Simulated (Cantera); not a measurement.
Gas mixture: N2 : H2 = 0.29 : 0.53 (molar parts), at 0.0267 bar, frozen composition.

Cantera's kinetic-theory transport with the Lennard-Jones parameters of GRI-Mech 3.0, ideal gas; thermal conductivity in the mixture-averaged form.

D: mixture-averaged diffusion coefficient of that species in the mixture.

```json
[
 {"T (K)": "400", "ρ (kg/m³)": "0.00899", "cp (J/kg/K)": "2613", "μ (µPa s)": "20.2", "λ (mW/m/K)": "117", "Pr": "0.452", "D (cm²/s) O": "36.9", "D (cm²/s) NO": "24.4", "D (cm²/s) H": "107"},
 {"T (K)": "600", "ρ (kg/m³)": "0.00599", "cp (J/kg/K)": "2636", "μ (µPa s)": "(withheld)", "λ (mW/m/K)": "(withheld)", "Pr": "0.453", "D (cm²/s) O": "(withheld)", "D (cm²/s) NO": "(withheld)", "D (cm²/s) H": "(withheld)"},
 {"T (K)": "800", "ρ (kg/m³)": "0.00449", "cp (J/kg/K)": "2698", "μ (µPa s)": "32.1", "λ (mW/m/K)": "190", "Pr": "0.456", "D (cm²/s) O": "118", "D (cm²/s) NO": "78.8", "D (cm²/s) H": "345"},
 {"T (K)": "1000", "ρ (kg/m³)": "0.00359", "cp (J/kg/K)": "2773", "μ (µPa s)": "(withheld)", "λ (mW/m/K)": "(withheld)", "Pr": "0.457", "D (cm²/s) O": "(withheld)", "D (cm²/s) NO": "(withheld)", "D (cm²/s) H": "(withheld)"},
 {"T (K)": "1200", "ρ (kg/m³)": "0.00300", "cp (J/kg/K)": "2851", "μ (µPa s)": "41.9", "λ (mW/m/K)": "261", "Pr": "0.458", "D (cm²/s) O": "232", "D (cm²/s) NO": "155", "D (cm²/s) H": "679"},
 {"T (K)": "1400", "ρ (kg/m³)": "0.00257", "cp (J/kg/K)": "2924", "μ (µPa s)": "46.2", "λ (mW/m/K)": "295", "Pr": "0.458", "D (cm²/s) O": "300", "D (cm²/s) NO": "200", "D (cm²/s) H": "877"},
 {"T (K)": "1600", "ρ (kg/m³)": "0.00225", "cp (J/kg/K)": "2992", "μ (µPa s)": "50.4", "λ (mW/m/K)": "329", "Pr": "0.458", "D (cm²/s) O": "374", "D (cm²/s) NO": "249", "D (cm²/s) H": "1090"}
]
```

### Question
What belongs in the gaps?

### Answer

- 600, μ (µPa s): 26.6
- 600, λ (mW/m/K): 154
- 600, D (cm²/s) O: 73.2
- 600, D (cm²/s) NO: 48.6
- 600, D (cm²/s) H: 213
- 1000, μ (µPa s): 37.2
- 1000, λ (mW/m/K): 226
- 1000, D (cm²/s) O: 172
- 1000, D (cm²/s) NO: 114
- 1000, D (cm²/s) H: 501
